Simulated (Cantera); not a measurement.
A closed system holds: 1 mol PbO, 0.18 mol H2, equilibrated at 8.20 mbar.

Method: chemical equilibrium by Gibbs-energy minimisation in Cantera with the NASA 1993 tables (ideal gas, pure condensed phases). Candidate condensed phases: H2O, Pb, PbO, PbO2, Pb3O4; 12 gas species. Each liquid is taken as pure. Mutual solubility and eutectic melting of coexisting phases are not modelled. Gases not in the tables: (PbO)n polymers. The numbers say what is thermodynamically allowed, not how fast it happens.

Problem. At 1002 °C, list the 5 most abundant gas species with their mole fractions, and the condensed phases.

Solution. H2O 0.734, Pb 0.230, PbO 0.0354, H2 0.000318, Pb2 1.76e-5. Condensed: Pb(l) + PbO(l).
